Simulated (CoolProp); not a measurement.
Vapour-liquid equilibrium of R134a (1) + R1234ze(E) (2) at 0.0126 bar; x and y are mole fractions of (1).

Model: multi-fluid Helmholtz-energy mixture model, Tillner-Roth 1994 and Thol 2016; pair parameters Bell 2022, in CoolProp.

Give the bubble temperature and the first vapour's composition at x = 0.125, 0.35, 0.575. Is there an azeotrope?

x = 0.125: -89.1 °C, y = 0.222; x = 0.35: -90.5 °C, y = 0.469; x = 0.575: -91.3 °C, y = 0.652. No azeotrope shows between x = 0.05 and 0.95.

The pair parameters rest on a limited set of measurements; away from them the model extrapolates.
